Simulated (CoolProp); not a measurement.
Normal hydrogen along the isobar 1.87 MPa: density (kg/m³) from the reference equation and from simpler models built on Tc = -240.0 °C, pc = 1.296 MPa, ω = -0.219; each cubic takes its own stable root.

The numbers come from the reference Helmholtz-energy equation of state, Leachman 2009 in CoolProp.

```json
[
 {"T (°C)": "-248.85", "phase": "liquid", "reference": "68.65", "Redlich-Kwong": "78.33", "Soave-Redlich-Kwong": "73.69"},
 {"T (°C)": "-242.05", "phase": "liquid", "reference": "57.30", "Redlich-Kwong": "58.18", "Soave-Redlich-Kwong": "56.30"},
 {"T (°C)": "-235.35", "phase": "supercritical", "reference": "21.94", "Redlich-Kwong": "20.12", "Soave-Redlich-Kwong": "22.44"},
 {"T (°C)": "-228.65", "phase": "supercritical", "reference": "13.20", "Redlich-Kwong": "12.71", "Soave-Redlich-Kwong": "13.53"},
 {"T (°C)": "-221.95", "phase": "supercritical", "reference": "10.28", "Redlich-Kwong": "10.00", "Soave-Redlich-Kwong": "10.50"},
 {"T (°C)": "-215.25", "phase": "supercritical", "reference": "8.603", "Redlich-Kwong": "8.413", "Soave-Redlich-Kwong": "8.754"},
 {"T (°C)": "-208.45", "phase": "supercritical", "reference": "7.447", "Redlich-Kwong": "7.313", "Soave-Redlich-Kwong": "7.560"},
 {"T (°C)": "-201.75", "phase": "supercritical", "reference": "6.608", "Redlich-Kwong": "6.509", "Soave-Redlich-Kwong": "6.696"},
 {"T (°C)": "-195.05", "phase": "supercritical", "reference": "5.956", "Redlich-Kwong": "5.880", "Soave-Redlich-Kwong": "6.026"},
 {"T (°C)": "-188.35", "phase": "supercritical", "reference": "5.431", "Redlich-Kwong": "5.372", "Soave-Redlich-Kwong": "5.488"},
 {"T (°C)": "-181.65", "phase": "supercritical", "reference": "4.997", "Redlich-Kwong": "4.951", "Soave-Redlich-Kwong": "5.045"},
 {"T (°C)": "-174.85", "phase": "supercritical", "reference": "4.627", "Redlich-Kwong": "4.590", "Soave-Redlich-Kwong": "4.666"},
 {"T (°C)": "-168.15", "phase": "supercritical", "reference": "4.315", "Redlich-Kwong": "4.285", "Soave-Redlich-Kwong": "4.348"},
 {"T (°C)": "-161.45", "phase": "supercritical", "reference": "4.044", "Redlich-Kwong": "4.019", "Soave-Redlich-Kwong": "4.073"},
 {"T (°C)": "-154.75", "phase": "supercritical", "reference": "3.806", "Redlich-Kwong": "3.786", "Soave-Redlich-Kwong": "3.831"}
]
```
